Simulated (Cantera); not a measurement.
Charge: 1 mol PbO, 1400 mol H2, 41 mol N2, at 1875 K and 0.133 bar.

These are equilibrium values from Cantera (NASA tables, ideal gas, pure condensed phases), not measurements of a reactor. Candidate condensed phases: H2O, Pb, PbO, PbO2, Pb3O4; 27 gas species. Equilibrium is a limit: real reactors are often held back by kinetics, nucleation or transport.

Base state: H2 0.968, N2 0.0284, H 0.00177, Pb 0.000693, H2O 0.000693 (mole fractions); condensed: gas only.

Task: What changes in the equilibrium state with this change: temperature from 1875 K to 775 K?

Result: 
```
species       before     after
----------  --------  --------
H2             0.968     0.971
N2            0.0284    0.0284
H2O         0.000693  0.000694
H            0.00177     <1e-9
Pb          0.000693   1.87e-7
NH3          5.38e-7   8.33e-5
Pb(l), mol         0     1.000
```

Task: What changes in the equilibrium state with this change: pressure from 0.133 bar to 55.0 Pa?

Result: 
```
species    before     after
-------  --------  --------
H2          0.968     0.943
N2         0.0284    0.0280
H         0.00177    0.0271
Pb       0.000693  0.000684
H2O      0.000693  0.000682
```
